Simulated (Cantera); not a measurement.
Feed: 1 mol Si2H6, 0.0036 mol Cl2, 11 mol H2, equilibrated at 973 K and 7.90 mbar.

Equilibrium computed with Cantera from the NASA thermochemical tables; the gas is ideal and each condensed phase is pure. Candidate condensed phases: Si; 19 gas species. The feed counts by its element totals alone. Rates play no part.

Base state: H2 0.999, HCl 0.000513 (mole fractions); condensed: Si(s).

What changes in the equilibrium state with this change: Si2H6 replaced by Si2Cl6?


```json
[
 {"species": "H2", "before": "0.999", "after": "0.853"},
 {"species": "SiCl4", "before": "6.55e-9", "after": "0.0976"},
 {"species": "HCl", "before": "0.000513", "after": "0.0294"},
 {"species": "SiHCl3", "before": "7.17e-8", "after": "0.0159"},
 {"species": "SiCl3", "before": "9.83e-9", "after": "0.00236"},
 {"species": "SiCl2", "before": "4.23e-7", "after": "0.00163"},
 {"species": "SiH2Cl2", "before": "8.21e-8", "after": "0.000270"},
 {"species": "Si(s), mol", "before": "2.00", "after": "0.521"}
]
```
The tables' values for SiCl3 are old estimates; treat these amounts as uncertain.
